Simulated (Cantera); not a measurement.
A Cantera script and its output.

```python
import numpy as np
import cantera as ct

gas = ct.Solution("h2o2.yaml")
gas.TPX = 1325, 2666, {'H2': 0.26, 'O2': 1, 'N2': 0.66}
inlet = ct.Reservoir(gas, clone=True)

reactor = ct.IdealGasConstPressureReactor(gas, energy="off", clone=False)
exhaust = ct.Reservoir(gas, clone=True)
tau = [1, 0.59, 0.33, 0.19, 0.11, 0.059, 0.034, 0.019, 0.011, 0.006, 0.0034][0]
for a, b in ((inlet, reactor), (reactor, exhaust)):
    ct.MassFlowController(a, b, mdot=lambda t: reactor.mass / tau)
net = ct.ReactorNet([reactor])
show = ['H2', 'O2', 'O', 'HO2', 'H']

rows = []
print(f"{'tau/s':>10s}{'T/K':>9s}" + "".join(f"{s:>11s}" for s in show))
for tau in [1, 0.59, 0.33, 0.19, 0.11, 0.059, 0.034, 0.019, 0.011, 0.006, 0.0034]:
    net.initial_time = 0.0
    net.advance(30 * tau)
    before = gas.X
    net.advance(40 * tau)
    drift = np.max(np.abs(gas.X - before) / (gas.X + 1e-9))
    rows.append([gas.T, *gas[show].X, drift])
    print(f"{tau:10.3e}{gas.T:9.1f}" + "".join(f"{x:11.3e}" for x in gas[show].X))
```

It prints:

```
     tau/s      T/K         H2         O2          O        HO2          H
 1.000e+00   1325.0  3.429e-04  4.840e-01  1.818e-03  2.626e-06  2.529e-04
 5.900e-01   1325.0  4.817e-04  4.833e-01  2.575e-03  3.193e-06  4.266e-04
 3.300e-01   1325.0  6.975e-04  4.823e-01  3.763e-03  3.861e-06  7.552e-04
 1.900e-01   1325.0  9.866e-04  4.809e-01  5.369e-03  4.511e-06  1.290e-03
 1.100e-01   1325.0  1.382e-03  4.790e-01  7.581e-03  5.133e-06  2.173e-03
 5.900e-02   1325.0  2.005e-03  4.760e-01  1.109e-02  5.769e-06  3.864e-03
 3.400e-02   1325.0  2.747e-03  4.725e-01  1.528e-02  6.227e-06  6.278e-03
 1.900e-02   1325.0  3.751e-03  4.678e-01  2.088e-02  6.568e-06  1.009e-02
 1.100e-02   1325.0  4.903e-03  4.627e-01  2.703e-02  6.743e-06  1.498e-02
 6.000e-03   1325.0  6.404e-03  4.567e-01  3.407e-02  6.790e-06  2.150e-02
 3.400e-03   1325.0  8.071e-03  4.520e-01  3.972e-02  6.742e-06  2.775e-02
```

Cantera simulation using the H2/O2 subset of GRI-Mech 3.0, which has no nitrogen chemistry; the numbers are that mechanism's predictions, not measurements. Radical loss at walls, strong at low pressure, is not modelled. The temperature is held fixed by assumption; the heat of reaction is taken as removed at once.
